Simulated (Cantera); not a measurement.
An isothermal, constant-pressure homogeneous reactor starts with C3H8 : H2 = 1 : 30 (molar parts), at 1023 K and 0.000640 bar. Integrator tolerance rtol = 1e-08.

Computed with Cantera and GRI-Mech 3.0 (53 species, 325 reactions). GRI-Mech 3.0 was tuned for natural gas; its chemistry of propane as a main component is partial and can be far from experiment. GRI-Mech 3.0 stops at C3 and has no aromatics, soot or wall deposition, so with more carbon than oxygen in the feed, carbon stays in small species such as C2H2 where larger ones or solid carbon would form. Radical loss at walls, strong at low pressure, is not modelled.

### Question
What does this change do: C3H8 1 to 1.8 parts?

### Answer
```csv
quantity,before,after
x(C3H8) at 20.0 s,0.000129 (gas-phase equilibrium 9.26e-11),0.000374 (gas-phase equilibrium 3.49e-10)
x(H2) at 20.0 s,0.938 (gas-phase equilibrium 0.914),0.893 (gas-phase equilibrium 0.861)
x(C2H6) at 20.0 s,2.96e-5 (gas-phase equilibrium 1.42e-6),6.46e-5 (gas-phase equilibrium 3.37e-6)
x(C2H2) at 20.0 s,0.000615 (gas-phase equilibrium 0.00740),0.000957 (gas-phase equilibrium 0.0198)
x(H) at 20.0 s,6.49e-6 (gas-phase equilibrium 1.57e-7),6.60e-6 (gas-phase equilibrium 1.53e-7)
x(C2H4) at 20.0 s,0.0304 (gas-phase equilibrium 0.00134),0.0520 (gas-phase equilibrium 0.00336)
```

### Question
What does this change do: temperature 1023 to 1000 K?

### Answer
```csv
quantity,before,after
x(C3H8) at 20.0 s,0.000129 (gas-phase equilibrium 9.26e-11),0.000458 (gas-phase equilibrium 9.27e-11)
x(H2) at 20.0 s,0.938 (gas-phase equilibrium 0.914),0.938 (gas-phase equilibrium 0.908)
x(C2H6) at 20.0 s,2.96e-5 (gas-phase equilibrium 1.42e-6),3.84e-5 (gas-phase equilibrium 1.49e-6)
x(C2H2) at 20.0 s,0.000615 (gas-phase equilibrium 0.00740),0.000350 (gas-phase equilibrium 0.00322)
x(H) at 20.0 s,6.49e-6 (gas-phase equilibrium 1.57e-7),7.94e-6 (gas-phase equilibrium 8.61e-8)
x(C2H4) at 20.0 s,0.0304 (gas-phase equilibrium 0.00134),0.0303 (gas-phase equilibrium 0.000958)
```

### Question
What does this change do: pressure from 0.000640 bar to 1.01 bar?

### Answer
```tsv
quantity	before	after
x(C3H8) at 20.0 s	0.000129 (gas-phase equilibrium 9.26e-11)	2.91e-6 (gas-phase equilibrium 1.83e-10)
x(H2) at 20.0 s	0.938 (gas-phase equilibrium 0.914)	0.930 (gas-phase equilibrium 0.903)
x(C2H6) at 20.0 s	2.96e-5 (gas-phase equilibrium 1.42e-6)	0.0164 (gas-phase equilibrium 2.23e-6)
x(C2H2) at 20.0 s	0.000615 (gas-phase equilibrium 0.00740)	3.38e-5 (gas-phase equilibrium 4.73e-9)
x(H) at 20.0 s	6.49e-6 (gas-phase equilibrium 1.57e-7)	9.74e-8 (gas-phase equilibrium 3.93e-9)
x(C2H4) at 20.0 s	0.0304 (gas-phase equilibrium 0.00134)	0.00960 (gas-phase equilibrium 1.34e-6)
```
